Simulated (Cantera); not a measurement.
A closed system holds: 1 mol TEOS, a varied amount of N2O, 2.9 mol N2, at 1200 K and 2100 Pa.

Equilibrium computed with Cantera from the NASA thermochemical tables; the gas is ideal and each condensed phase is pure. Candidate condensed phases: C, C6H6, C7H8, C8H18, H2O, Si, SiC, SiO2, Si2N2O, Si3N4; 151 gas species. The feed counts by its element totals alone. The tables hold silica as quartz up to 1696 K and as liquid above; real silica turns to tridymite and cristobalite and melts near 1996 K. Kinetics and transport are ignored.

log p: log10 of the partial pressure in bar; n: condensed amount in mol.

| n(N2O) (mol) | log p H2 | log p N2 | log p CO | log p H2O | log p CO2 | log p CH4 | n C(graphite) | n SiO2(β-quartz) |
|---|---|---|---|---|---|---|---|---|
| 2.5 | -1.98 | -2.24 | -2.32 | -5.89 | -6.37 | ? | 3.50 | 1.00 |
| 3.1 | -2.00 | -2.22 | -2.29 | -5.88 | -6.31 | ? | 2.90 | 1.00 |
| 3.9 | -2.03 | -2.20 | -2.26 | -5.88 | -6.25 | ? | 2.10 | 1.00 |
| 4.9 | -2.07 | -2.18 | -2.23 | -5.89 | -6.19 | ? | 1.10 | 1.00 |
| 6.2 | -2.12 | -2.15 | -2.21 | -4.01 | -4.24 | ? | 0 | 1.00 |
| 7.7 | -2.18 | -2.11 | -2.27 | -3.11 | -3.33 | ? | 0 | 1.00 |
| 9.7 | -2.28 | -2.06 | -2.35 | -2.81 | -3.01 | ? | 0 | 1.00 |
| 12 | -2.39 | -2.02 | -2.44 | -2.63 | -2.82 | ? | 0 | 1.00 |

Task: Fill in the missing entries.

Result: 
- 2.5, log p CH4: -5.75
- 3.1, log p CH4: -5.81
- 3.9, log p CH4: -5.87
- 4.9, log p CH4: -5.94
- 6.2, log p CH4: -7.94
- 7.7, log p CH4: -9.10
- 9.7, log p CH4: -9.76
- 12, log p CH4: -10.37
